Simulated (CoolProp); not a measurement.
A single-stage vapour-compression cycle with propylene: evaporating at 199.15 K (dew point), condensing at 234.15 K (bubble point), superheat 2 K, subcooling 0 K, compressor efficiency 0.6, no pressure losses. Each further row changes one setting.

Model: reference Helmholtz-energy equation of state, Lemmon 2013, in CoolProp.

```
case                              cooling COP  pressure ratio  discharge temperature (K)  refrigerating effect (kJ/kg)  volumetric capacity (kJ/m³)
--------------------------------  -----------  --------------  -------------------------  ----------------------------  ---------------------------
as stated                                2.99            5.80                      299.5                           393                          255
evaporating temperature 204.15 K         3.65            4.33                      288.7                           399                          339
condensing temperature 229.15 K          3.55            4.69                      287.4                           404                          262
subcooling 5 K                           3.07            5.80                      299.5                           404                          262
superheat 12 K                           2.94            5.80                      311.2                           406                          250
compressor efficiency 0.5                2.49            5.80                      316.0                           393                          255
```
